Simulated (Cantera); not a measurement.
What does this Cantera script print?

```python
import numpy as np
import cantera as ct

gas_names = """
    CH3 H C3H8 C2H2,acetylene
""".split()
cond_names = """
    C(gr)
""".split()


# ... load() reads the species with a 1 bar reference pressure and builds the phases ...
species = {s.name: s for s in load("nasa_gas.yaml", gas_names) + load("nasa_condensed.yaml", cond_names)}
# Each term lists the table entries of one substance; the one whose range holds T is used.
reactions = {
    'CH3(g) = 3 H(g) + C':
        [(-1, ['CH3']), (3, ['H']), (1, ['C(gr)'])],
    'C3H8(g) + 5 C = 4 C2H2(g)':
        [(-1, ['C3H8']), (-5, ['C(gr)']), (4, ['C2H2,acetylene'])],
}


def pick(names, T):
    return next(species[n] for n in names if species[n].thermo.min_temp <= T <= species[n].thermo.max_temp)


results = []
for label, terms in reactions.items():
    print(label)
    print("     T/K   dH/kJ  dS/(J/K)   dG/kJ   log10 K")
    for T in [1348, 1548, 1748, 1948, 2148, 2348, 2548, 2748, 2948]:
        used = [(nu, pick(names, T)) for nu, names in terms]
        dH = sum(nu * s.thermo.h(T) for nu, s in used) / 1e6
        dS = sum(nu * s.thermo.s(T) for nu, s in used) / 1e3
        dG = dH - T * dS / 1e3
        logK = -dG * 1e6 / (ct.gas_constant * T * np.log(10))
        results.append((label, T, dH, dS, dG, logK, [s.name for _, s in used]))
        print(f"{T:8g} {dH:8.1f} {dS:8.1f} {dG:8.1f} {logK:8.2f}")
```

It prints:

```
CH3(g) = 3 H(g) + C
     T/K   dH/kJ  dS/(J/K)   dG/kJ   log10 K
    1348    535.9    199.7    266.7   -10.34
    1548    539.6    202.3    226.5    -7.64
    1748    543.0    204.3    185.8    -5.55
    1948    546.0    206.0    144.8    -3.88
    2148    548.8    207.3    103.5    -2.52
    2348    551.3    208.4     61.9    -1.38
    2548    553.6    209.4     20.1    -0.41
    2748    555.9    210.2    -21.8     0.42
    2948    558.0    211.0    -64.0     1.13
C3H8(g) + 5 C = 4 C2H2(g)
     T/K   dH/kJ  dS/(J/K)   dG/kJ   log10 K
    1348   1025.0    531.6    308.3   -11.95
    1548   1021.0    528.9    202.3    -6.82
    1748   1016.6    526.2     96.8    -2.89
    1948   1011.8    523.7     -8.2     0.22
    2148   1007.0    521.3   -112.7     2.74
    2348   1002.0    519.1   -216.8     4.82
    2548    997.0    517.0   -320.4     6.57
    2748    992.1    515.2   -423.6     8.05
    2948    987.2    513.4   -526.4     9.33
```

Standard-state values (1 bar) from the NASA 1993 polynomials, evaluated with Cantera. Condensed species are held in their standard states even where they would react or evaporate.
